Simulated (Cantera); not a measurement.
Charge: 1 mol SiHCl3, a varied amount of NH3, 27 mol N2, held at 925 K and 19000 Pa.

Method: chemical equilibrium by Gibbs-energy minimisation in Cantera with the NASA 1993 tables (ideal gas, pure condensed phases). Candidate condensed phases: NH4Cl, Si, Si3N4; 28 gas species. Rates play no part.

Q: At 9.7 mol NH3, list the 5 most abundant gas species with their mole fractions, and the condensed phases.

A: N2 0.653, H2 0.284, HCl 0.0626, SiCl4 6.07e-5, NH3 2.31e-5. Condensed: Si3N4(s).
